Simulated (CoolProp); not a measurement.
Properties of n-undecane along the isobar 0.101 MPa (Tc = 638.8 K, pc = 1.990 MPa, ω = 0.539).

Computed with CoolProp (reference Helmholtz-energy equation of state, Aleksandrov 2011). It is a short technical equation, of lower accuracy than the large ones.

```json
[
 {"T (K)": "376.8", "phase": "liquid", "density (kg/m³)": "676.3", "cp (kJ/(kg K))": "2.503", "isothermal compressibility (1/MPa)": "0.001866", "expansivity (1/kK)": "1.154", "fugacity coefficient": "0.05115"},
 {"T (K)": "382.4", "phase": "liquid", "density (kg/m³)": "671.9", "cp (kJ/(kg K))": "2.525", "isothermal compressibility (1/MPa)": "0.001952", "expansivity (1/kK)": "1.168", "fugacity coefficient": "0.06447"},
 {"T (K)": "388", "phase": "liquid", "density (kg/m³)": "667.5", "cp (kJ/(kg K))": "2.547", "isothermal compressibility (1/MPa)": "0.002043", "expansivity (1/kK)": "1.182", "fugacity coefficient": "0.08056"},
 {"T (K)": "393.6", "phase": "liquid", "density (kg/m³)": "663.0", "cp (kJ/(kg K))": "2.570", "isothermal compressibility (1/MPa)": "0.002140", "expansivity (1/kK)": "1.198", "fugacity coefficient": "0.09984"},
 {"T (K)": "399.1", "phase": "liquid", "density (kg/m³)": "658.7", "cp (kJ/(kg K))": "2.592", "isothermal compressibility (1/MPa)": "0.002241", "expansivity (1/kK)": "1.214", "fugacity coefficient": "0.1223"},
 {"T (K)": "404.7", "phase": "liquid", "density (kg/m³)": "654.2", "cp (kJ/(kg K))": "2.615", "isothermal compressibility (1/MPa)": "0.002350", "expansivity (1/kK)": "1.231", "fugacity coefficient": "0.1493"},
 {"T (K)": "410.3", "phase": "liquid", "density (kg/m³)": "649.6", "cp (kJ/(kg K))": "2.638", "isothermal compressibility (1/MPa)": "0.002466", "expansivity (1/kK)": "1.250", "fugacity coefficient": "0.1809"},
 {"T (K)": "415.8", "phase": "liquid", "density (kg/m³)": "645.2", "cp (kJ/(kg K))": "2.660", "isothermal compressibility (1/MPa)": "0.002589", "expansivity (1/kK)": "1.269", "fugacity coefficient": "0.2169"},
 {"T (K)": "421.4", "phase": "liquid", "density (kg/m³)": "640.6", "cp (kJ/(kg K))": "2.683", "isothermal compressibility (1/MPa)": "0.002722", "expansivity (1/kK)": "1.290", "fugacity coefficient": "0.2593"},
 {"T (K)": "427", "phase": "liquid", "density (kg/m³)": "635.9", "cp (kJ/(kg K))": "2.706", "isothermal compressibility (1/MPa)": "0.002865", "expansivity (1/kK)": "1.312", "fugacity coefficient": "0.3081"}
]
```
